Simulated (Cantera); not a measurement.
A closed system holds: 1 mol Pb, 2.4 mol O2, 0.4 mol N2, held at 8.00 bar.

Method: chemical equilibrium by Gibbs-energy minimisation in Cantera with the NASA 1993 tables (ideal gas, pure condensed phases). Candidate condensed phases: Pb, PbO, PbO2, Pb3O4; 12 gas species. Rates play no part.

**Question.** At 875 °C, list the 4 most abundant gas species with their mole fractions, and the condensed phases.

**Answer.** O2 0.826, N2 0.174, NO 0.000120, NO2 1.49e-5. Condensed: PbO(yellow).
